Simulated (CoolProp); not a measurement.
Properties of n-hexane along the isotherm 515.7 K.

Values from CoolProp's reference Helmholtz-energy equation of state, Thol 2019.

| p (MPa) | phase | cv (kJ/(kg K)) | isothermal compressibility (1/MPa) | conductivity (mW/(m K)) |
|---|---|---|---|---|
| 0.585 | gas | 2.521 | 1.837 | 37.4 |
| 1.17 | gas | 2.546 | 1.009 | 37.7 |
| 1.76 | gas | (withheld) | 0.7675 | (withheld) |
| 2.34 | gas | 2.620 | 0.7133 | 41.4 |
| 2.93 | gas | 2.691 | (withheld) | (withheld) |
| 3.51 | supercritical | (withheld) | 1.089 | 77.2 |
| 4.1 | supercritical | (withheld) | 0.1524 | (withheld) |
| 4.68 | supercritical | 2.652 | 0.08308 | 77.2 |
| 5.27 | supercritical | 2.637 | 0.05733 | 78.3 |
| 5.85 | supercritical | 2.628 | 0.04415 | 79.3 |
| 6.44 | supercritical | 2.621 | 0.03588 | (withheld) |
| 7.02 | supercritical | 2.616 | 0.03036 | 81.0 |
| 7.61 | supercritical | 2.613 | 0.02629 | 81.8 |

Q: Complete the blanks.

A: 
- 1.76, cv (kJ/(kg K)): 2.578
- 1.76, conductivity (mW/(m K)): 38.8
- 2.93, isothermal compressibility (1/MPa): 0.9042
- 2.93, conductivity (mW/(m K)): 48.7
- 3.51, cv (kJ/(kg K)): 2.790
- 4.1, cv (kJ/(kg K)): 2.680
- 4.1, conductivity (mW/(m K)): 76.0
- 6.44, conductivity (mW/(m K)): 80.2

Thermal conductivity comes from a separate model (Assael 2013).
